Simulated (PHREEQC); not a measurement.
HNO3 is added in steps, without added water, to 1 kg of water holding 0.093 mol BaCl2, 0.0039 mol Na2CO3 and 0.055 mol MgSO4, at 25 °C. O2 is buffered at 0.21 atm. The system is closed to CO2. Solids allowed: Barite, Brucite, Witherite, Hydromagnesite, Halite, Mirabilite, Epsomite, Nahcolite, Natron. Others were left out.

Base run: PHREEQC, ion-association model, wateq4f.dat. Each further column changes one thing. The table gives pH.

```csv
HNO3 added (mol),base,all activity coefficients set to 1,metal-ligand complexes left out,Debye-Hückel limiting law
0,8.53,8.11,8.48,?
0.00095,7.14,6.71,7.06,7.64
0.001425,6.99,6.57,6.92,?
0.002375,6.80,6.41,6.74,?
0.00285,6.74,6.36,6.68,?
0.0038,6.64,6.27,6.59,7.08
0.004275,6.60,6.24,6.55,7.00
0.005225,6.36,6.18,6.47,?
0.0057,6.13,6.12,6.25,?
0.00665,5.69,5.67,5.81,5.67
0.007125,5.39,5.37,5.51,5.37
0.008075,3.64,3.54,3.65,?
0.00855,3.23,3.12,3.23,3.39
0.0095,2.87,2.77,2.87,3.04
```

Task: Complete the blanks.

Result: 
- 0, Debye-Hückel limiting law: 8.95
- 0.001425, Debye-Hückel limiting law: 7.48
- 0.002375, Debye-Hückel limiting law: 7.27
- 0.00285, Debye-Hückel limiting law: 7.20
- 0.005225, Debye-Hückel limiting law: 6.33
- 0.0057, Debye-Hückel limiting law: 6.11
- 0.008075, Debye-Hückel limiting law: 3.80
